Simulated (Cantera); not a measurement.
A closed system holds: 1 mol (CH3)2SiCl2, 0.032 mol C3H8, 970 mol H2, held at 1000 Pa.

Cantera equilibrium calculation (NASA polynomials, part measured and part estimated; ideal gas, pure solids and liquids). Candidate condensed phases: C, C6H6, C7H8, C8H18, Si, SiC; 109 gas species. The feed counts by its element totals alone. Gases not in the tables: Si2H6 and higher silanes. The numbers say what is thermodynamically allowed, not how fast it happens.

### Question
Which condensed phases are stable at each of these points (T (K)): 1275, 1475, 1675, 1875, 2075, 2275, 2475?

### Answer
```
T (K)      condensed phases  Si condensed (%)
-----  --------------------  ----------------
1275   C(graphite) + SiC(s)             100.0
1475   C(graphite) + SiC(s)             100.0
1675   C(graphite) + SiC(s)              99.9
1875   C(graphite) + SiC(s)              96.4
2075                 SiC(s)               4.2
2275               gas only               0.0
2475               gas only               0.0
```

From 1275 K to 1875 K the condensed part is C(graphite) + SiC(s). At 2075 K the condensed part is SiC(s). From 2275 K to 2475 K nothing is condensed.
